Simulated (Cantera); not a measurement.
**Abatement and gas-phase synthesis: CS₂ + H₂O + O₂**

A closed system holds: 1 mol CS₂, 0.069 mol H₂O, 0.12 mol O₂, at 0.0900 Torr.

These are equilibrium values from Cantera (NASA tables, ideal gas, pure condensed phases), not measurements of a reactor. Candidate condensed phases: C, C₆H₆, C₇H₈, C₈H₁₈, H₂O, H₂SO₄, S; 123 gas species. The numbers say what is thermodynamically allowed, not how fast it happens.

```csv
T (°C),x S,x CS,x S₂,x CO,x CS₂,x H,x H₂
1700,0.124,0.308,0.262,0.174,0.0805,0.0198,0.0260
1750,0.165,0.317,0.240,0.167,0.0570,0.0256,0.0218
1800,0.212,0.320,0.212,0.161,0.0395,0.0317,0.0175
1850,0.263,0.319,0.180,0.155,0.0269,0.0378,0.0133
1900,0.315,0.315,0.146,0.149,0.0180,0.0433,0.00965
1950,0.365,0.309,0.114,0.143,0.0118,0.0477,0.00664
2000,0.408,0.303,0.0848,0.139,0.00772,0.0508,0.00440
2050,0.444,0.297,0.0610,0.135,0.00502,0.0530,0.00284
2100,0.471,0.293,0.0427,0.132,0.00326,0.0543,0.00181
2150,0.491,0.290,0.0294,0.131,0.00213,0.0551,0.00116
2200,0.505,0.287,0.0200,0.129,0.00140,0.0555,0.000745
2250,0.515,0.286,0.0137,0.128,0.000935,0.0558,0.000484
```
x: gas mole fraction; nothing condenses.

From 1700 °C to 2250 °C nothing is condensed. The main C-bearing gas is CS throughout.
